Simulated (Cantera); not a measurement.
A closed system holds: 1 mol Ta(OEt)₅, 0.15 mol H₂O, equilibrated at 44.3 Torr.

Cantera equilibrium calculation (NASA polynomials, part measured and part estimated; ideal gas, pure solids and liquids). Candidate condensed phases: C, C₆H₆, C₇H₈, C₈H₁₈, H₂O, Ta, TaC, Ta₂O₅; 113 gas species. The feed counts by its element totals alone. TaC: taken at fixed stoichiometry. Condensed phases not in the tables: Ta₂C. The numbers say what is thermodynamically allowed, not how fast it happens.

**Question.** At 2773 K, list the 4 most abundant gas species with their mole fractions, and the condensed phases.

**Answer.** H₂ 0.507, CO 0.258, H 0.218, C₂H₂ (acetylene) 0.0155. Condensed: C(graphite) + TaC(s).
